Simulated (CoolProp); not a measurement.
Vapour-liquid equilibrium of propane (1) + benzene (2) at 305.2 K; x and y are mole fractions of (1).

Values from CoolProp's multi-fluid Helmholtz-energy mixture model, Lemmon 2009 and Thol 2012; pair parameters Bell 2016.

**Question.** Give the bubble pressure and the first vapour's composition at x = 0.15, 0.35, 0.75. Is there an azeotrope?

**Answer.** x = 0.15: 0.2866 MPa, y = 0.941; x = 0.35: 0.5172 MPa, y = 0.970; x = 0.75: 0.8595 MPa, y = 0.988. No azeotrope shows between x = 0.05 and 0.95.

The pair parameters rest on a limited set of measurements; away from them the model extrapolates. The gap from Raoult's law changes sign with composition, which may be real or a fault of the pair parameters; it wasn't checked against measurements. With so large a gap from Raoult's law the liquid may split in two, which this calculation doesn't test in full.
